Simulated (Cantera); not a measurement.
## Adiabatic ignition

An adiabatic, constant-volume homogeneous reactor starts with C₂H₄ : O₂ : N₂ : CO₂ = 1 : 4.11 : 15.5 : 1.2 (molar parts), equivalence ratio 0.73, at 1425 K and 6830 Torr.

Detailed kinetics in Cantera: GRI-Mech 3.0 (53 species, 325 reactions). GRI-Mech 3.0 was tuned for natural gas; its chemistry of ethylene as a main component is partial and can be far from experiment.

```csv
t (s),T (K),P (bar),x C₂H₄,x O₂,x CO₂,x OH,x N₂O
3.00e-6,1425,9.10,0.0458,0.188,0.0550,4.04e-9,<1e-12
1.08e-5,1443,9.22,0.0433,0.185,0.0550,0.000184,2.44e-9
3.87e-5,2911,19.0,<1e-12,0.0575,0.117,0.0135,4.08e-6
0.000139,2897,18.9,<1e-12,0.0533,0.117,0.0129,4.14e-6
0.000500,2886,18.8,<1e-12,0.0502,0.118,0.0124,4.29e-6
0.00180,2885,18.8,<1e-12,0.0500,0.118,0.0124,4.30e-6
0.00646,2885,18.8,<1e-12,0.0500,0.118,0.0124,4.30e-6
0.0232,2885,18.8,<1e-12,0.0500,0.118,0.0124,4.30e-6
0.0835,2885,18.8,<1e-12,0.0500,0.118,0.0124,4.30e-6
0.300,2885,18.8,<1e-12,0.0500,0.118,0.0124,4.30e-6
```
x: mole fraction; the columns are a selection and need not sum to one.

The time of steepest temperature rise is 12.9 µs. The temperature at 0.300 s comes out as 2885 K, the equilibrium temperature is 2885 K and the x(C₂H₄) at 0.300 s is <1e-12 (gas-phase equilibrium <1e-12). The x(O₂) at 0.300 s is 0.0500 (gas-phase equilibrium 0.0500) and the x(CO₂) at 0.300 s is 0.118 (gas-phase equilibrium 0.118).
